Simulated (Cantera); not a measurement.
Input: 1 mol PbO, 20 mol H₂, 0.022 mol O₂, equilibrated at 850 K and 1 atm.

Cantera equilibrium calculation (NASA polynomials, part measured and part estimated; ideal gas, pure solids and liquids). Candidate condensed phases: H₂O, Pb, PbO, PbO₂, Pb₃O₄; 12 gas species. Kinetics and transport are ignored.

Base state: H₂ 0.948, H₂O 0.0522 (mole fractions); condensed: Pb(l).

Question: What changes in the equilibrium state with this change: O₂ from 0.022 to 0.43 mol?

Answer: 
| species | before | after |
|---|---|---|
| H₂ | 0.948 | 0.907 |
| H₂O | 0.0522 | 0.0930 |
| Pb(l), mol | 1.000 | 1.000 |
